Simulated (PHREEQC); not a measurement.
Make-up at 25 °C: 0.75 mol KCl, 0.0081 mol K2SO4 and 1.1 mol MgCl2 per kg of water. Closed to the air; pH follows from the charge balance.

All values are PHREEQC results (Pitzer model, pitzer.dat), not measurements.

Precipitation was switched off in this run.

Task: Predict the activity of water.

Result: activity of water 0.905.
